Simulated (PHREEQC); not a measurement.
A made-up water analysis in mmol/kgw, 20 °C, pH 5.73, pe 11.5: Na 0.174; K 0.0244; Ca 0.138; Mg 0.0077; Cl 0.232; S(6) 0.00899; Alkalinity (meq/kgw) 0.255; Cd 7.98e-05; Si 0.000292; Ni 0.00012; Cu(2) 0.00027.

Na is adjusted to close the charge balance.
Valence states are taken as typed.

Model: ion-association model, wateq4f.dat, run in PHREEQC.

| quantity | before | after |
|---|---|---|
| CO2 (mol/kgw) | 0.00112 | 0.000558 |
| HCO3- (mol/kgw) | 0.000256 | 0.000255 |
| CaHCO3+ (mol/kgw) | 3.68e-7 | 3.67e-7 |
| Cu+2 (mol/kgw) | 2.34e-7 | 2.25e-7 |
| CaSO4 (mol/kgw) | 1.83e-7 | 1.83e-7 |
| Ni+2 (mol/kgw) | 1.12e-7 | 1.08e-7 |
| SI of Quartz (SiO2) | -2.48 | -2.48 |
| SI of Tenorite (CuO) | -3.03 | -2.45 |

Task: What was changed between the two runs?
A) all concentrations times 2 at the same typed pH
B) pH from 5.73 to 6.03 at the same alkalinity
C) temperature from 20 to 35 °C at the same typed pH
D) pH from 5.73 to 5.5 at the same alkalinity

Result: B, pH from 5.73 to 6.03 at the same alkalinity

This is a speciation only: nothing precipitates in the calculation.
